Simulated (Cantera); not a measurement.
**Silicon epitaxy and polysilicon growth: Si3H8 + HCl + H2**

Feed: 1 mol Si3H8, 0.068 mol HCl, 230 mol H2, equilibrated at 0.170 bar.

Cantera equilibrium calculation (NASA polynomials, part measured and part estimated; ideal gas, pure solids and liquids). Candidate condensed phases: Si; 19 gas species. The feed counts by its element totals alone. Gases not in the tables: Si2H6 and higher silanes. Kinetics and transport are ignored.

From 1225 K to 1675 K the condensed part is Si(s). At 1725 K the condensed part is Si(l). The main Si-bearing gas is SiCl2 at 1225 K and SiH2 at 1725 K.

```tsv
T (K)	log p H2	log p H	log p HCl	log p SiH2	log p Si	log p SiH	n Si(s)	n Si(l)
1225	-0.77	-6.89	-4.31	-8.48	-11.46	-10.74	3.00	0
1275	-0.77	-6.52	-4.31	-8.08	-10.71	-10.12	3.00	0
1325	-0.77	-6.17	-4.31	-7.70	-10.03	-9.55	3.00	0
1375	-0.77	-5.85	-4.31	-7.36	-9.39	-9.02	3.00	0
1425	-0.77	-5.55	-4.31	-7.04	-8.79	-8.53	3.00	0
1475	-0.77	-5.27	-4.31	-6.74	-8.24	-8.07	3.00	0
1525	-0.77	-5.01	-4.31	-6.46	-7.72	-7.65	3.00	0
1575	-0.77	-4.77	-4.31	-6.19	-7.24	-7.25	3.00	0
1625	-0.77	-4.54	-4.31	-5.95	-6.79	-6.87	3.00	0
1675	-0.77	-4.32	-4.31	-5.72	-6.36	-6.52	3.00	0
1725	-0.77	-4.12	-4.31	-5.53	-5.99	-6.22	0	2.99
```
log p: log10 of the partial pressure in bar; n: condensed amount in mol.
